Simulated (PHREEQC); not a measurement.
Consider water at 70 °C with 0.0011 mol/kgw NH4HF2, 0.0017 mol/kgw H2SiF6, 0.03 mol/kgw H3BO3 and 0.0019 mol/kgw HCl. Closed to the air; pH follows from the charge balance.

The numbers come from PHREEQC with the ion-association model, wateq4f.dat.

- pH: 2.47
- ionic strength: 0.00472 mol/kgw
- total alkalinity: -13.2 meq/kg

```csv
species,molality,activity,log γ
H3BO3,0.0276,0.0276,0.000
HF,0.00383,0.00383,0.000
H+,0.00361,0.00335,-0.032
Cl-,0.00190,0.00175,-0.035
H4SiO4,0.00169,0.00169,0.000
BF4-,0.00146,0.00134,-0.036
NH4+,0.00110,0.00102,-0.035
```

Precipitation was switched off in this run. Saturation is exceeded, for instance for Quartz (slow to form), Chalcedony (slow to form); the values hold only as long as no solid forms. At this temperature some constants are extrapolated from 25 °C, and those without enthalpy data are left unchanged. SiF6-2 is the database's only silicon fluoride. Real BF4- forms and hydrolyses slowly; the run takes it at equilibrium.
